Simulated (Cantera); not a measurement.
A closed system holds: 1 mol SiCl4, 0.16 mol O2, equilibrated at 625 K and 0.00133 bar.

Equilibrium computed with Cantera from the NASA thermochemical tables; the gas is ideal and each condensed phase is pure. Candidate condensed phases: Si, SiO2; 15 gas species. Rates play no part.

Base state: SiCl4 0.724, Cl2 0.276 (mole fractions); condensed: SiO2(α-quartz).

**Question.** What changes in the equilibrium state with this change: SiCl4 replaced by SiH2Cl2?

**Answer.** 
```json
[
 {"species": "H2", "before": "0", "after": "0.658"},
 {"species": "SiCl4", "before": "0.724", "after": "0.316"},
 {"species": "SiHCl3", "before": "0", "after": "0.0253"},
 {"species": "Cl2", "before": "0.276", "after": "<1e-9"},
 {"species": "HCl", "before": "0", "after": "0.000398"},
 {"species": "SiH2Cl2", "before": "0", "after": "0.000109"},
 {"species": "SiO2(α-quartz), mol", "before": "0.160", "after": "0.160"},
 {"species": "Si(s), mol", "before": "0", "after": "0.331"}
]
```
Further candidate phases: H2O.
